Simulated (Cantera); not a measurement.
A closed system holds: 1 mol S, 4.5 mol H2O, held at 1575 K.

Equilibrium computed with Cantera from the NASA thermochemical tables; the gas is ideal and each condensed phase is pure. Candidate condensed phases: H2O, H2SO4, S; 19 gas species. Equilibrium is a limit: real reactors are often held back by kinetics, nucleation or transport.

### Question
At 420 Pa, list the 5 most abundant gas species with their mole fractions, and the condensed phases.

### Answer
H2O 0.640, H2 0.205, SO2 0.103, S2 0.0352, SO 0.00744. Condensed: gas only.
